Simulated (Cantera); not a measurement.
What does this Cantera script print?

```python
import numpy as np
import cantera as ct

gas = ct.Solution("gri30.yaml")
gas.TPX = 1450, 180, {'H2': 0.074, 'O2': 1}
reactor = ct.IdealGasConstPressureReactor(gas, energy="off", clone=False)
net = ct.ReactorNet([reactor])
net.rtol, net.atol = 1e-08, 1e-18
show = ['H2', 'O2', 'OH', 'O', 'HO2']
times = np.geomspace(4e-05, 50, 11)

steps = ct.SolutionArray(gas, extra=["t"])
rows = []
print(f"{'t/s':>10s}{'T/K':>9s}{'P/Pa':>11s}" + "".join(f"{s:>11s}" for s in show))
for t in times:
    while net.time < t:
        t_next = net.step()
        steps.append(gas.state, t=t_next)
    rows.append([np.interp(t, steps.t, y) for y in (steps.T, steps.P, *steps(*show).X.T)])
    print(f"{t:10.3e}{rows[-1][0]:9.1f}{rows[-1][1]:11.4g}" + "".join(f"{x:11.3e}" for x in rows[-1][2:]))
rate = np.gradient(steps.T, steps.t)
print("integrator steps:", len(steps.t))
if steps.T.max() > steps.T[0] + 200:
    print(f"time of steepest temperature rise: {steps.t[rate.argmax()]:.4e} s")
gas.TPX = 1450, 180, {'H2': 0.074, 'O2': 1}
gas.equilibrate("TP")
print(f"equilibrium (TP): T = {gas.T:.1f} K  " + "  ".join(f"{s} {gas[s].X[0]:.3e}" for s in show))
```

Result:

```
       t/s      T/K       P/Pa         H2         O2         OH          O        HO2
 4.000e-05   1450.0        180  6.890e-02  9.311e-01  2.104e-09  2.129e-09  1.580e-08
 1.628e-04   1450.0        180  6.890e-02  9.311e-01  2.583e-08  2.705e-08  6.429e-08
 6.629e-04   1450.0        180  6.890e-02  9.311e-01  2.929e-07  3.314e-07  2.613e-07
 2.699e-03   1450.0        180  6.880e-02  9.310e-01  4.049e-05  4.725e-05  1.035e-06
 1.099e-02   1450.0        180  1.602e-03  8.736e-01  8.875e-03  4.824e-02  2.987e-07
 4.472e-02   1450.0        180  1.516e-03  8.739e-01  8.708e-03  4.811e-02  2.963e-07
 1.821e-01   1450.0        180  1.470e-03  8.758e-01  8.583e-03  4.638e-02  2.942e-07
 7.411e-01   1450.0        180  1.295e-03  8.829e-01  8.088e-03  4.009e-02  2.850e-07
 3.017e+00   1450.0        180  7.914e-04  9.016e-01  6.390e-03  2.340e-02  2.432e-07
 1.228e+01   1450.0        180  1.885e-04  9.218e-01  3.154e-03  5.324e-03  1.240e-07
 5.000e+01   1450.0        180  1.935e-05  9.276e-01  1.014e-03  5.372e-04  4.330e-08
integrator steps: 1023
equilibrium (TP): T = 1450.0 K  H2 1.661e-06  O2 9.285e-01  OH 2.972e-04  O 4.590e-05  HO2 7.110e-08
```

Detailed kinetics in Cantera: GRI-Mech 3.0 (53 species, 325 reactions). Radical loss at walls, strong at low pressure, is not modelled. The temperature is held fixed by assumption; the heat of reaction is taken as removed at once.
